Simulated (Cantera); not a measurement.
A Cantera script and its output.

```python
import numpy as np
import cantera as ct

gas = ct.Solution("h2o2.yaml")
gas.TPX = 675, 1000000, {'H2': 1, 'O2': 0.263, 'N2': 0.989}
flame = ct.FreeFlame(gas, width=0.008)
flame.set_refine_criteria(ratio=3, slope=0.08, curve=0.16)
flame.transport_model = "unity-Lewis-number"
flame.solve(loglevel=0, auto=True)
z, T = flame.grid, flame.T
thick = (T[-1] - T[0]) / np.gradient(T, z).max()
show = ['H2', 'O2', 'H2O', 'O', 'H', 'HO2']
print(f"laminar burning velocity  {flame.velocity[0] * 100:.3f} cm/s")
print(f"burnt temperature         {T[-1]:.1f} K")
print(f"thermal thickness         {thick * 1e3:.4f} mm")
print(f"grid points               {len(z)}")
z0 = z[flame.heat_release_rate.argmax()]
print(f"{'z/mm':>9s}{'T/K':>9s}{'u/(m/s)':>9s}" + "".join(f"{s:>11s}" for s in show))
rows = []
for k in (-3, -2, -1.5, -1, -0.5, -0.25, 0, 0.25, 0.5, 1, 2, 4, 8):
    zz = z0 + k * thick
    rows.append([k * thick, np.interp(zz, z, T), np.interp(zz, z, flame.velocity),
                 *(np.interp(zz, z, flame.X[gas.species_index(s)]) for s in show)])
    print(f"{rows[-1][0] * 1e3:9.3f}{rows[-1][1]:9.1f}{rows[-1][2]:9.3f}" + "".join(f"{x:11.3e}" for x in rows[-1][3:]))
```

Result:

```
laminar burning velocity  686.819 cm/s
burnt temperature         2395.1 K
thermal thickness         0.0241 mm
grid points               102
     z/mm      T/K  u/(m/s)         H2         O2        H2O          O          H        HO2
   -0.072    675.0    6.869  4.440e-01  1.168e-01  6.057e-06  1.004e-11  9.019e-13  2.546e-07
   -0.048    675.3    6.871  4.440e-01  1.168e-01  3.917e-05  3.007e-10  2.527e-11  1.646e-06
   -0.036    676.5    6.883  4.439e-01  1.167e-01  1.871e-04  6.270e-09  5.460e-10  7.861e-06
   -0.024    686.7    6.982  4.429e-01  1.161e-01  1.453e-03  2.105e-07  2.915e-08  6.096e-05
   -0.012    836.5    8.422  4.277e-01  1.070e-01  2.055e-02  2.830e-05  1.549e-04  7.107e-04
   -0.006   1176.2   11.584  3.846e-01  8.391e-02  7.083e-02  3.879e-04  5.110e-03  7.204e-04
    0.000   1579.6   15.146  3.061e-01  4.645e-02  1.503e-01  1.515e-03  2.684e-02  3.121e-04
    0.006   1837.2   17.302  2.452e-01  1.838e-02  2.090e-01  1.772e-03  4.649e-02  1.104e-04
    0.012   1974.5   18.405  2.223e-01  6.633e-03  2.345e-01  1.387e-03  4.999e-02  3.707e-05
    0.024   2106.8   19.431  2.177e-01  1.223e-03  2.487e-01  8.274e-04  4.131e-02  6.737e-06
    0.048   2214.3   20.238  2.236e-01  2.491e-04  2.546e-01  3.910e-04  2.773e-02  1.661e-06
    0.096   2293.1   20.819  2.293e-01  8.340e-05  2.584e-01  1.517e-04  1.680e-02  5.961e-07
    0.193   2344.3   21.191  2.331e-01  2.793e-05  2.610e-01  5.137e-05  9.617e-03  1.758e-07
```

Computed with Cantera and the H2/O2 subset of GRI-Mech 3.0, which has no nitrogen chemistry. The hydrogen kinetics of GRI-Mech 3.0 are dated; newer H2 mechanisms differ, most at raised pressure. Unity Lewis numbers drop preferential diffusion, which matters most where H2 and H carry the flame. Burning velocities carry a grid error of a few per cent, more on coarse grids.
